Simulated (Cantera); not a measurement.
Charge: 1 mol MgO, 0.039 mol H₂, equilibrated at 10.0 Pa.

Method: chemical equilibrium by Gibbs-energy minimisation in Cantera with the NASA 1993 tables (ideal gas, pure condensed phases). Candidate condensed phases: H₂O, Mg, MgO, Mg(OH)₂; 15 gas species. Equilibrium is a limit: real reactors are often held back by kinetics, nucleation or transport. All values below are at 1252 °C.

Base state: H₂ 0.989, H₂O 0.00433, Mg 0.00433, H 0.00235 (mole fractions); condensed: MgO(s).

Question: What changes in the equilibrium state with this change: MgO replaced by ZrN?

Answer: 
```csv
species,before,after
H₂,0.989,0.998
H,0.00235,0.00236
H₂O,0.00433,0
Mg,0.00433,0
"MgO(s), mol",1.000,0
"ZrN(s), mol",0,1.00
```
ZrN: taken at fixed stoichiometry. Further candidate phases: Zr, ZrN.
